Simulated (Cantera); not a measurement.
What does this Cantera script print?

```python
import numpy as np
import cantera as ct

gas_names = """
    H H2 Si SiH SiH2 SiH3 SiH4 Si2 Si3
""".split()
cond_names = """
    Si(cr) Si(L)
""".split()


# ... load() reads the species with a 1 bar reference pressure and builds the phases ...
atoms = {
    'Si': {'Si': 1},
    'H2': {'H': 2},
}
top_T = {}  # K; cautious upper limits of use, not melting points


# ... equilibrate(T, P, feed) seeds the gas with the atoms and calls Mixture.equilibrate('TP', solver="vcs", rtol=1e-11, max_steps=5000) ...
results = []
feed = {'Si': 1, 'H2': 1.2}  # mol
P = 100000  # Pa
for T in [800, 950, 1100, 1250, 1400, 1550, 1700]:
    mix = equilibrate(T, P, feed)
    results.append((T, P, feed, dict(zip(mix.species_names, mix.species_moles))))

top = {s: max(r[3][s] / sum(r[3][g] for g in gas_names) for r in results) for s in gas_names}
cols = sorted((s for s in top if top[s] > 0.001), key=lambda s: -top[s])[:9]
seen = [c for c in cond_names if any(r[3].get(c, 0) > 1e-12 for r in results)]
print("log10 of partial pressures in bar; condensed amounts in mol")
print(f"{'T/K':>10s}" + "".join(f"{s[:9]:>10s}" for s in cols + seen))
for T, P, feed, n in results:
    ng = sum(n[g] for g in gas_names)
    print(f"{T:10.4g}" + "".join(f"{np.log10(max(n[s] / ng * P / 1e5, 1e-99)):10.3f}" for s in cols)
          + "".join(f"{n.get(c, 0):10.4g}" for c in seen))
```

It prints:

```
log10 of partial pressures in bar; condensed amounts in mol
       T/K        H2    Si(cr)     Si(L)
       800    -0.000         1         0
       950    -0.000         1         0
      1100    -0.000         1         0
      1250    -0.000         1         0
      1400    -0.000         1         0
      1550    -0.000         1         0
      1700    -0.000         0         1
```

Cantera equilibrium calculation (NASA polynomials, part measured and part estimated; ideal gas, pure solids and liquids). Gases not in the tables: Si2H6 and higher silanes.
